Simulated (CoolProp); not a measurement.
The fluid at 288.75 K and 3.95 MPa is compressed adiabatically to 30.8 MPa with isentropic efficiency 0.85. The same conditions are run with several fluids, on thermodynamics alone (safety and materials aside).

Computed with CoolProp (reference Helmholtz-energy equation of state of each fluid (methane: Setzmann 1991; oxygen: Schmidt 1985; ethylene: Smukala 2000)).

**Question.** Rank methane, oxygen, ethylene by work (kJ/kg), highest first.

**Answer.** methane (452), oxygen (252), ethylene (188)

| fluid | final temperature (K) | final density (kg/m³) |
|---|---|---|
| methane | 485.1 | 114 |
| oxygen | 553.5 | 195 |
| ethylene | 445.4 | 256 |

Above 300 K oxygen's equation is extrapolated.
